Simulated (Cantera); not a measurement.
An adiabatic, constant-volume homogeneous reactor starts with CH4 : H2 : O2 : N2 : H2O = 1 : 0.14 : 6.27 : 38.9 : 1.9 (molar parts), equivalence ratio 0.33, at 1725 K and 750 Torr. Integrator tolerance rtol = 1e-08.

Detailed kinetics in Cantera: GRI-Mech 3.0 (53 species, 325 reactions).

| quantity | before | after |
|---|---|---|
| time of steepest temperature rise | 0.161 ms | 7.17 ms |
| temperature at 1.00 s | 2250 K | 1857 K |
| equilibrium temperature | 2250 K | 1848 K |
| x(CH4) at 1.00 s | <1e-12 (gas-phase equilibrium <1e-12) | <1e-12 (gas-phase equilibrium <1e-12) |
| x(H2) at 1.00 s | 0.000387 (gas-phase equilibrium 0.000387) | 2.11e-5 (gas-phase equilibrium 1.97e-5) |
| x(O2) at 1.00 s | 0.0816 (gas-phase equilibrium 0.0816) | 0.0870 (gas-phase equilibrium 0.0855) |
| x(C2H) at 1.00 s | <1e-12 (gas-phase equilibrium <1e-12) | <1e-12 (gas-phase equilibrium <1e-12) |
| x(HCN) at 1.00 s | <1e-12 (gas-phase equilibrium <1e-12) | <1e-12 (gas-phase equilibrium <1e-12) |

**Question.** Name the change that produced these shifts.
A. O2 6.27 to 3.2 parts
B. initial temperature 1725 to 1248 K
C. initial temperature 1725 to 975 K
D. constant pressure in place of constant volume

**Answer.** B, initial temperature 1725 to 1248 K
